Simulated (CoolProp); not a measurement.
Model: reference Helmholtz-energy equation of state, Schmidt 1985, in CoolProp.

Q: Give the vapour pressure (kPa), liquid density (kg/m³), vapour density (kg/m³), enthalpy of vaporisation (kJ/kg) of saturated oxygen at 97.4, 126.8 K.

A: 
```tsv
T (K)	p (kPa)	liquid density (kg/m³)	vapour density (kg/m³)	enthalpy of vaporisation (kJ/kg)
97.4	203	1100	8.47	206
126.8	1490	927	57.5	160
```
